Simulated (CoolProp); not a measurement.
A simple Rankine cycle with R236EA: condensing at 289.15 K, boiler at 1.81 MPa, turbine inlet 381.7 K, turbine efficiency 0.7, pump efficiency 0.8, no recuperator. Each further row changes one setting.

Computed with CoolProp (reference Helmholtz-energy equation of state, Rui 2013).

| case | thermal efficiency (%) | net work (kJ/kg) | heat in (kJ/kg) | turbine exit temperature (K) | volume ratio over the turbine |
|---|---|---|---|---|---|
| as stated | 12.2 | 26.7 | 220 | 325.7 | 14.9 |
| turbine inlet 401.7 K | 12.2 | 29.8 | 245 | 350.1 | … |
| condensing temperature 281.15 K | 13.2 | 30.3 | 230 | 321.1 | 20.1 |
| boiler pressure 1.27 MPa | 10.9 | 25.2 | 231 | 339.5 | 9.20 |
| turbine efficiency 0.6 | 10.3 | … | 220 | … | 15.1 |

### Question
Complete the blanks.

### Answer

- turbine inlet 401.7 K, volume ratio over the turbine: 13.6
- turbine efficiency 0.6, net work (kJ/kg): 22.7
- turbine efficiency 0.6, turbine exit temperature (K): 330.1
